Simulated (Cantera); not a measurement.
Feed: 1 mol CH₃Cl, 1.1 mol CH₄, 2.5 mol H₂, 1.7 mol Si, equilibrated at 5100 Pa.

Equilibrium computed with Cantera from the NASA thermochemical tables; the gas is ideal and each condensed phase is pure. Candidate condensed phases: C, C₆H₆, C₇H₈, C₈H₁₈, Si, SiC; 123 gas species. Ions and electrons are included (thermal ionisation). The tables' values for SiCl, SiCl₃ are old estimates; treat these amounts as uncertain. The numbers say what is thermodynamically allowed, not how fast it happens.

Problem. At 2000 K, list the 5 most abundant gas species with their mole fractions, and the condensed phases.

Solution. H₂ 0.847, HCl 0.142, H 0.00663, SiCl₂ 0.00310, Cl 0.000825. Condensed: C(graphite) + SiC(s).
